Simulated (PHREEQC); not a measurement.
Consider water at 20 °C with 0.014 mol HF, 0.00093 mol NH4HF2 and 4.6e-05 mol (NH4)2SiF6 per kg of water. Closed to the air; pH follows from the charge balance.

Model: ion-association model, wateq4f.dat, run in PHREEQC.

Question: The ionic strength comes out as 0.00376 mol/kgw. What activity coefficients do NH4+, F-, HF2-, SiF6-2, H+ get?

Answer: NH4+ 0.94, F- 0.94, HF2- 0.94, SiF6-2 0.77, H+ 0.94.

This is a speciation only: nothing precipitates in the calculation. SiF6-2 is the database's only silicon fluoride.
